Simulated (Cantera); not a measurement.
Mixture: CO : H2 : O2 : N2 = 1 : 0.16 : 1.26 : 4.74 (molar parts), at 2.00 bar, adiabatic and at constant volume. Ignition delay is the time to a rise of 400 K.

Computed with Cantera and GRI-Mech 3.0 (53 species, 325 reactions). Where the delays flatten at high temperature, the 400 K rule measures the pace of heat release, not the induction time.

Task: Predict: delay at 1100 K; delay at 1175 K; delay at 1250 K; delay at 1325 K; delay at 1400 K; delay at 1475 K.

Result: 
```json
{
 "delay at 1100 K": "0.155 ms",
 "delay at 1175 K": "81.8 µs",
 "delay at 1250 K": "56.3 µs",
 "delay at 1325 K": "44.1 µs",
 "delay at 1400 K": "37.4 µs",
 "delay at 1475 K": "33.4 µs"
}
```
